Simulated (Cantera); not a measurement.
**Ignition delay**

Mixture: CH4 : H2 : O2 : N2 = 1 : 0.22 : 3.84 : 13.8 (molar parts), equivalence ratio 0.55, at 4.10 bar, adiabatic and at constant volume. Ignition delay is the time to a rise of 400 K.

Cantera simulation using GRI-Mech 3.0 (53 species, 325 reactions); the numbers are that mechanism's predictions, not measurements.

```csv
T0 (K),delay (ms)
1250,0.907
1325,0.476
1400,0.257
1475,0.144
1550,0.0843
1625,0.0516
```

The apparent activation energy between 1475 and 1625 K is 140 kJ/mol.
